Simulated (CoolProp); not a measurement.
Vapour-liquid equilibrium of dimethyl ether (1) + R236FA (2) at 0.00531 MPa; x and y are mole fractions of (1).

Values from CoolProp's multi-fluid Helmholtz-energy mixture model, Wu 2011 and Pan 2012; pair parameters Bell 2016.

```json
[
 {"x": "0.05", "bubble temperature, mixture model (K)": "217.5", "bubble temperature, Raoult's law (K)": "215.8", "y, mixture model": "0.074", "y, Raoult's law": "0.179"},
 {"x": "0.2", "bubble temperature, mixture model (K)": "215.8", "bubble temperature, Raoult's law (K)": "210.8", "y, mixture model": "0.327", "y, Raoult's law": "0.527"},
 {"x": "0.35", "bubble temperature, mixture model (K)": "213.0", "bubble temperature, Raoult's law (K)": "206.9", "y, mixture model": "0.595", "y, Raoult's law": "0.717"},
 {"x": "0.5", "bubble temperature, mixture model (K)": "209.0", "bubble temperature, Raoult's law (K)": "203.8", "y, mixture model": "0.806", "y, Raoult's law": "0.832"},
 {"x": "0.65", "bubble temperature, mixture model (K)": "204.5", "bubble temperature, Raoult's law (K)": "201.3", "y, mixture model": "0.928", "y, Raoult's law": "0.905"},
 {"x": "0.8", "bubble temperature, mixture model (K)": "200.5", "bubble temperature, Raoult's law (K)": "199.2", "y, mixture model": "0.980", "y, Raoult's law": "0.955"},
 {"x": "0.95", "bubble temperature, mixture model (K)": "197.5", "bubble temperature, Raoult's law (K)": "197.3", "y, mixture model": "0.998", "y, Raoult's law": "0.991"}
]
```

The largest gap from Raoult's law is +6.1 K in bubble temperature, at x = 0.35. No azeotrope shows between x = 0.05 and 0.95.

The pair parameters rest on a limited set of measurements; away from them the model extrapolates.
